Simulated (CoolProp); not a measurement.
Vapour-liquid equilibrium of methanol (1) + water (2) at 57.75 °C; x and y are mole fractions of (1).

The numbers come from the multi-fluid Helmholtz-energy mixture model, de Reuck 1993 and Wagner 2002; pair parameters Bell 2016 in CoolProp.

```json
[
 {"x": "0.05", "bubble pressure (kPa)": "23.26", "y at the bubble point": "0.256", "dew pressure at overall composition x (kPa)": "18.80", "liquid density (mol/L)": "51.92"},
 {"x": "0.15", "bubble pressure (kPa)": "32.16", "y at the bubble point": "0.511", "dew pressure at overall composition x (kPa)": "20.76", "liquid density (mol/L)": "47.07"},
 {"x": "0.25", "bubble pressure (kPa)": "39.53", "y at the bubble point": "0.640", "dew pressure at overall composition x (kPa)": "23.10", "liquid density (mol/L)": "42.86"},
 {"x": "0.35", "bubble pressure (kPa)": "45.77", "y at the bubble point": "0.720", "dew pressure at overall composition x (kPa)": "25.94", "liquid density (mol/L)": "39.18"},
 {"x": "0.45", "bubble pressure (kPa)": "51.24", "y at the bubble point": "0.779", "dew pressure at overall composition x (kPa)": "29.51", "liquid density (mol/L)": "35.94"},
 {"x": "0.55", "bubble pressure (kPa)": "56.23", "y at the bubble point": "0.825", "dew pressure at overall composition x (kPa)": "34.12", "liquid density (mol/L)": "33.08"},
 {"x": "0.65", "bubble pressure (kPa)": "60.93", "y at the bubble point": "0.866", "dew pressure at overall composition x (kPa)": "40.25", "liquid density (mol/L)": "30.54"},
 {"x": "0.75", "bubble pressure (kPa)": "65.54", "y at the bubble point": "0.904", "dew pressure at overall composition x (kPa)": "48.45", "liquid density (mol/L)": "28.27"},
 {"x": "0.85", "bubble pressure (kPa)": "70.15", "y at the bubble point": "0.942", "dew pressure at overall composition x (kPa)": "59.03", "liquid density (mol/L)": "26.23"},
 {"x": "0.95", "bubble pressure (kPa)": "74.86", "y at the bubble point": "0.980", "dew pressure at overall composition x (kPa)": "71.15", "liquid density (mol/L)": "24.41"}
]
```

No azeotrope shows between x = 0.05 and 0.95.

Pair parameters are fitted to limited data, so mixtures are less certain than the pure fluids.
